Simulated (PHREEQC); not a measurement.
A column of 0.1 m (30 cells, dispersivity 0.005 m, 3600 s a shift, diffusion coefficient 3e-10 m²/s) holds 0.043 eq of the database's cation exchanger X per kg of pore water, first in equilibrium with 0.00039 mol BaCl2, 0.0027 mol MnCl2 and 1e-05 mol HCl per kg of water. It is flushed with 0.011 mol/kgw CaCl2, 0.00032 mol/kgw CdCl2, 0.031 mol/kgw MnCl2 and 1e-05 mol/kgw HCl, at 40 °C. Values are for the last cell. CO2 from the air is kept out. Precipitation was switched off in this run.

Equilibrium calculation in PHREEQC: ion-association model, phreeqc.dat.

```csv
pore volumes,Ca in solution (mol/kgw),Cd in solution (mol/kgw),Ba in solution (mol/kgw),Cl in solution (mol/kgw),Mn in solution (mol/kgw),BaX2 on the exchanger (mol/kgw),CdX2 on the exchanger (mol/kgw)
0,0,0,0.000390,0.00619,0.00270,0.00607,0
0.2833,0,0,0.000390,0.00619,0.00270,0.00607,0
0.6833,1.57e-9,2.14e-7,0.00111,0.0180,0.00789,0.00607,___
0.95,3.22e-5,6.03e-5,0.00273,0.0455,0.0199,0.00607,3.17e-5
1.217,0.000778,0.000198,0.00398,0.0674,0.0287,0.00595,5.65e-5
1.617,0.00406,___,0.00390,0.0809,0.0322,0.00466,___
1.883,0.00630,0.000314,0.00308,0.0834,0.0320,___,5.95e-5
2.15,0.00798,0.000319,0.00223,___,0.0316,0.00248,5.89e-5
2.417,0.00911,0.000320,___,0.0845,0.0313,0.00168,5.86e-5
2.817,0.0101,0.000320,___,0.0846,0.0311,___,5.85e-5
3.083,0.0105,0.000320,0.000517,0.0846,0.0310,0.000572,5.86e-5
3.35,0.0107,0.000320,0.000325,0.0846,0.0310,0.000360,5.86e-5
3.75,0.0109,0.000320,0.000158,0.0847,0.0310,0.000175,5.87e-5
4.017,0.0109,0.000320,9.69e-5,0.0847,0.0310,0.000107,5.87e-5
```

Problem. Complete the blanks.

Solution. 
- 0.6833, CdX2 on the exchanger (mol/kgw): 4.18e-7
- 1.617, Cd in solution (mol/kgw): 0.000297
- 1.617, CdX2 on the exchanger (mol/kgw): 6.04e-5
- 1.883, BaX2 on the exchanger (mol/kgw): 0.00350
- 2.15, Cl in solution (mol/kgw): 0.0843
- 2.417, Ba in solution (mol/kgw): 0.00152
- 2.817, Ba in solution (mol/kgw): 0.000810
- 2.817, BaX2 on the exchanger (mol/kgw): 0.000895

Constants without temperature data keep their 25 °C values here.
